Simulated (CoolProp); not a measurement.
Vapour-liquid equilibrium of ethane (1) + n-pentane (2) at 0.0647 MPa; x and y are mole fractions of (1).

The numbers come from the multi-fluid Helmholtz-energy mixture model, Bücker 2006 and Thol 2019; pair parameters Kunz 2012 in CoolProp.

```
x     bubble temperature (K)  y at the bubble point  dew temperature at overall composition x (K)  liquid density (mol/L)
----  ----------------------  ---------------------  --------------------------------------------  ----------------------
0.05                   246.2                  0.907                                         295.3                     [?]
0.15                   212.8                    [?]                                         292.4                   10.42
0.25                   200.5                  0.997                                         289.2                   11.13
0.35                   193.6                  0.999                                         285.6                   11.83
0.45                   189.1                  0.999                                           [?]                   12.57
0.55                     [?]                  1.000                                         277.0                   13.37
0.65                   183.3                  1.000                                         271.5                   14.25
0.75                   181.1                  1.000                                         264.5                   15.24
0.85                   179.3                  1.000                                         254.7                   16.37
0.95                   177.5                  1.000                                         236.3                   17.68
```

Problem. Some entries are withheld; supply them.

Solution. 
- 0.05, liquid density (mol/L): 9.505
- 0.15, y at the bubble point: 0.992
- 0.45, dew temperature at overall composition x (K): 281.7
- 0.55, bubble temperature (K): 185.8

No azeotrope shows between x = 0.05 and 0.95.

The pair parameters rest on a limited set of measurements; away from them the model extrapolates.
